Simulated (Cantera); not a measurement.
Input (Python, Cantera) and output of one run.

```python
import numpy as np
import cantera as ct

gas_names = """
    CL CL2 H HCL H2 N NH NH2 NH3 N2 N2H2 N2H4 Si SiCL SiCL2 SiCL3 SiCL4 SiH SiHCL3 SiH2 SiH2CL2 SiH3
    SiH3CL SiH4 SiN Si2 Si2N Si3
""".split()
cond_names = """
    NH4CL(a) NH4CL(b) Si(cr) Si(L) Si3N4(a)
""".split()


# ... load() reads the species with a 1 bar reference pressure and builds the phases ...
atoms = {
    'Si3N4': {'Si': 3, 'N': 4},
    'HCl': {'H': 1, 'CL': 1},
}
top_T = {'Si3N4(a)': 2400}  # K; cautious upper limits of use, not melting points


# ... equilibrate(T, P, feed) seeds the gas with the atoms and calls Mixture.equilibrate('TP', solver="vcs", rtol=1e-11, max_steps=5000) ...
results = []
feed = {'Si3N4': 1, 'HCl': 63}  # mol
T = 2000  # K
P = 1333.22  # Pa
mix = equilibrate(T, P, feed)
results.append((T, P, feed, dict(zip(mix.species_names, mix.species_moles))))
print(gas.report(threshold=1e-06))
for i in range(1, mix.n_phases):
    print(f"{mix.phase(i).name:16s} {mix.phase_moles(i):12.5e} mol")
```

Output:

```
       temperature   2000 K
          pressure   1333.2 Pa
           density   0.0029555 kg/m^3
  mean mol. weight   36.863 kg/kmol
   phase of matter   gas

                          1 kg             1 kmol
                     ---------------   ---------------
          enthalpy       -6.3498e+05       -2.3407e+07  J
   internal energy       -1.0861e+06       -4.0036e+07  J
           entropy            7863.7        2.8988e+05  J/K
    Gibbs function       -1.6362e+07       -6.0317e+08  J
 heat capacity c_p            979.34             36101  J/K
 heat capacity c_v            753.79             27787  J/K

                      mass frac. Y      mole frac. X     chem. pot. / RT
                     ---------------   ---------------   ---------------
                CL            0.0331           0.03442           -23.093
               CL2        5.5805e-05        2.9015e-05           -46.186
                 H        9.6644e-05         0.0035343           -13.282
               HCL           0.81437           0.82342           -36.374
                H2         0.0034439          0.062973           -26.563
                N2          0.022989          0.030251           -34.757
                Si        3.9898e-06        5.2368e-06           -12.322
              SiCL        0.00010165        5.8979e-05           -35.415
             SiCL2           0.11101          0.041342           -58.508
             SiCL3          0.013125         0.0035991           -81.601
             SiCL4           0.00166        0.00036019           -104.69
            SiHCL3        3.9465e-05        1.0741e-05           -94.882
     [  +16 minor]         2.925e-07        2.0573e-07

Si(L)             0.00000e+00 mol
Si3N4(a)          0.00000e+00 mol
```

Cantera equilibrium calculation (NASA polynomials, part measured and part estimated; ideal gas, pure solids and liquids). The tables' values for SiCl3, SiCl are old estimates; treat these amounts as uncertain.
